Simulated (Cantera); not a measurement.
A perfectly stirred reactor is fed with 14.7 % H₂, 17.1 % O₂, 64.3 % N₂, 3.96 % H₂O, equivalence ratio 0.43, at 0.330 bar; it is adiabatic with a 450 K inlet, and is followed from long to short residence time, starting on the burning branch (τ in s: 0.038, 0.018, 0.0089, 0.0043, 0.0021, 0.00099, 0.00048, 0.00023, 0.00011, 5.4e-05).

Detailed kinetics in Cantera: the H2/O2 subset of GRI-Mech 3.0, which has no nitrogen chemistry.

x: mole fraction; the columns are a selection and need not sum to one.

| τ (s) | T (K) | x H₂ | x O₂ | x H₂O | x O | x H₂O₂ | x HO₂ | x OH |
|---|---|---|---|---|---|---|---|---|
| 0.038 | 1544 | 0.000805 | 0.105 | 0.199 | 0.000736 | 3.28e-7 | 6.38e-6 | 0.00235 |
| 0.018 | 1533 | 0.00130 | 0.105 | 0.198 | 0.00119 | 4.51e-7 | 9.09e-6 | 0.00292 |
| 0.0089 | 1517 | 0.00203 | 0.105 | 0.196 | 0.00183 | 6.15e-7 | 1.22e-5 | 0.00350 |
| 0.0043 | 1491 | 0.00315 | 0.105 | 0.194 | 0.00277 | 8.66e-7 | 1.59e-5 | 0.00410 |
| 0.0021 | 1454 | 0.00477 | 0.105 | 0.191 | 0.00398 | 1.25e-6 | 2.00e-5 | 0.00458 |
| 0.00099 | 1399 | 0.00735 | 0.106 | 0.186 | 0.00544 | 1.91e-6 | 2.47e-5 | 0.00480 |
| 0.00048 | 1324 | 0.0115 | 0.108 | 0.178 | 0.00657 | 2.85e-6 | 3.03e-5 | 0.00459 |
| 0.00023 | ? | ? | 0.113 | 0.165 | 0.00630 | ? | ? | ? |
| 0.00011 | 450 | 0.147 | 0.171 | 0.0396 | <1e-12 | <1e-12 | <1e-12 | <1e-12 |
| 5.4e-5 | 450 | 0.147 | 0.171 | 0.0396 | <1e-12 | <1e-12 | <1e-12 | <1e-12 |

Problem. Fill in the missing entries.

Solution. 
- 0.00023, T (K): 1216
- 0.00023, x H₂: 0.0216
- 0.00023, x H₂O₂: 3.92e-6
- 0.00023, x HO₂: 3.91e-5
- 0.00023, x OH: 0.00376
